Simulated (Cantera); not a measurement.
## Adiabatic ignition

An adiabatic, constant-volume homogeneous reactor starts with CH₄ : H₂ : O₂ : N₂ : CO₂ = 1 : 0.085 : 1.7 : 24 : 0.96 (molar parts), equivalence ratio 1.2, at 1175 K and 1.00 bar.

Computed with Cantera and GRI-Mech 3.0 (53 species, 325 reactions).

| t (s) | T (K) | P (bar) | x CH₄ | x H₂ | x O₂ | x CH₂O | x HCO |
|---|---|---|---|---|---|---|---|
| 2.00e-6 | 1175 | 1.00 | 0.0360 | 0.00306 | 0.0613 | <1e-12 | <1e-12 |
| 8.60e-6 | 1175 | 1.00 | 0.0360 | 0.00306 | 0.0613 | <1e-12 | <1e-12 |
| 3.69e-5 | 1175 | 1.00 | 0.0360 | 0.00306 | 0.0613 | 1.49e-11 | <1e-12 |
| 0.000159 | 1175 | 1.00 | 0.0360 | 0.00306 | 0.0613 | 2.99e-10 | <1e-12 |
| 0.000682 | 1175 | 1.00 | 0.0360 | 0.00306 | 0.0613 | 6.89e-9 | <1e-12 |
| 0.00293 | 1175 | 1.00 | 0.0360 | 0.00306 | 0.0613 | 3.35e-7 | <1e-12 |
| 0.0126 | 1175 | 1.00 | 0.0360 | 0.00305 | 0.0612 | 2.20e-5 | 4.52e-11 |
| 0.0541 | 1181 | 1.00 | 0.0353 | 0.00302 | 0.0608 | 0.000186 | 6.58e-10 |
| 0.233 | 1967 | 1.69 | <1e-12 | 0.00566 | 4.37e-6 | 7.35e-11 | 9.19e-10 |
| 1.00 | 1967 | 1.69 | <1e-12 | 0.00567 | 4.37e-6 | 7.35e-11 | 9.19e-10 |
x: mole fraction; the columns are a selection and need not sum to one.

```json
{
  "time_of_steepest_temperature_rise": "0.118 s",
  "temperature at 1.00 s": "1967 K",
  "equilibrium_temperature": "1966 K",
  "x(CH₄) at 1.00 s": "<1e-12 (gas-phase equilibrium <1e-12)",
  "x(H₂) at 1.00 s": "0.00567 (gas-phase equilibrium 0.00567)",
  "x(O₂) at 1.00 s": "4.37e-6 (gas-phase equilibrium 4.36e-6)"
}
```
